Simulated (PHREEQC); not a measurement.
**Reverse-osmosis permeate**

A made-up water analysis in mg/L, 20 °C, pH 5.62, pe 10.7:

```tsv
constituent	mg/L
Na	5.1
K	2.42
Ca	1.61
Mg	0.64
Cl	2.79
S(6) as SO4	7.31
Alkalinity as HCO3	11.4
Br	0.404
```

Valence states are taken as typed.

Equilibrium calculation in PHREEQC: ion-association model, phreeqc.dat.

This is a speciation only: nothing precipitates in the calculation.

Question: What charge-balance error does the model give?

Answer: charge-balance error -0.7 %.

Question: In which forms is Mg present?

Answer: Mg+2 99 %, MgSO4 1.2 % of the Mg.
